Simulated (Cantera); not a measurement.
Input: 1 mol HgO, 0.037 mol H2, 0.1 mol N2, 0.025 mol O2, at 49.0 Pa.

Equilibrium computed with Cantera from the NASA thermochemical tables; the gas is ideal and each condensed phase is pure. Candidate condensed phases: H2O, Hg, HgO; 25 gas species. Rates play no part. All values below are at 548 K.

Base state: Hg 0.608, O2 0.308, N2 0.0608, H2O 0.0225 (mole fractions); condensed: gas only.

Question: What changes in the equilibrium state with this change: HgO replaced by PbO?

Answer: 
```tsv
species	before	after
N2	0.0608	0.697
H2O	0.0225	0.258
O2	0.308	0.0453
Hg	0.608	0
PbO(red), mol	0	1.00
```
Further candidate phases: Pb, PbO, PbO2, Pb3O4.
